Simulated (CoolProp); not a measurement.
Values from CoolProp's reference Helmholtz-energy equation of state, Lemmon 2016.

**Question.** For R365MFC, give the phase and the density (kg/m³), cv (kJ/(kg K)), Joule-Thomson coefficient (K/MPa), isothermal compressibility (1/MPa) at 500 K and 8.17 bar.

**Answer.** 
- 500 K and 8.17 bar: gas; density 31.3, cv 1.27, Joule-Thomson coefficient 6.45, isothermal compressibility 1.32
